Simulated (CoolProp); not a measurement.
Vapour-liquid equilibrium of toluene (1) + p-xylene (2) at 586 kPa; x and y are mole fractions of (1).

Model: multi-fluid Helmholtz-energy mixture model, Lemmon 2006 and Zhou 2012; pair parameters Bell 2016, in CoolProp.

| x | bubble temperature, mixture model (°C) | bubble temperature, Raoult's law (°C) | y, mixture model | y, Raoult's law |
|---|---|---|---|---|
| 0.05 | 216.8 | 216.7 | 0.078 | 0.085 |
| 0.2 | 211.0 | 210.8 | 0.289 | 0.308 |
| 0.35 | 205.6 | 205.4 | 0.469 | 0.492 |
| 0.5 | 200.6 | 200.4 | 0.623 | 0.645 |
| 0.65 | 196.0 | 195.9 | 0.755 | 0.773 |
| 0.8 | 191.7 | 191.7 | 0.869 | 0.881 |
| 0.95 | 187.8 | 187.8 | 0.969 | 0.972 |

The largest gap from Raoult's law is +0.2 K in bubble temperature, at x = 0.2. No azeotrope shows between x = 0.05 and 0.95.

The pair parameters rest on a limited set of measurements; away from them the model extrapolates.
